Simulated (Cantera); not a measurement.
Input: 1 mol Fe2O3, 1.2 mol CO, 0.51 mol N2, 1.2 mol CH4, held at 0.900 Torr.

These are equilibrium values from Cantera (NASA tables, ideal gas, pure condensed phases), not measurements of a reactor. Candidate condensed phases: C, C6H6, C7H8, C8H18, Fe, Fe(CO)5, FeO, Fe(OH)2, Fe(OH)3, Fe2O3, Fe3O4, H2O; 140 gas species. Mutual solubility and eutectic melting of coexisting phases are not modelled. The tables' stoichiometric FeO is somewhat more stable than real wüstite, so its field is too wide. FeO: taken at fixed stoichiometry. Rates play no part.

Problem. At 952 °C, list the 4 most abundant gas species with their mole fractions, and the condensed phases.

Solution. CO 0.377, H2 0.350, H2O 0.102, N2 0.0960. Condensed: Fe(γ) + FeO(s).
